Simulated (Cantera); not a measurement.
**C2H4 + H2O + N2 + H2 (carbon deposition, reforming and gasification)**

Charge: 1 mol C2H4, 0.058 mol H2O, 14 mol N2, 6.6 mol H2, equilibrated at 20300 Torr.

Method: chemical equilibrium by Gibbs-energy minimisation in Cantera with the NASA 1993 tables (ideal gas, pure condensed phases). Candidate condensed phases: C, C6H6, C7H8, C8H18, H2O; 136 gas species. The numbers say what is thermodynamically allowed, not how fast it happens.

At 727 °C nothing is condensed. From 877 °C to 1777 °C the condensed part is C(graphite). The main C-bearing gas is CH4 at 727 °C and HCN at 1777 °C. The share of C in condensed phases is highest at 1477 °C (90.4 %) and lowest at 727 °C (0.0 %).

```csv
T (°C),log p N2,log p H2,log p CH4,log p HCN,log p CO,n C(graphite)
727,1.26,0.78,0.41,-4.39,-1.74,0
877,1.24,0.90,0.16,-3.31,-1.28,0.795
1027,1.23,0.96,-0.18,-2.59,-1.19,1.40
1177,1.23,0.99,-0.50,-2.03,-1.17,1.67
1327,1.22,1.00,-0.79,-1.58,-1.16,1.78
1477,1.22,1.00,-1.03,-1.21,-1.16,1.81
1627,1.22,1.01,-1.24,-0.90,-1.16,1.77
1777,1.22,1.00,-1.42,-0.64,-1.16,1.68
```
log p: log10 of the partial pressure in bar; n: condensed amount in mol.
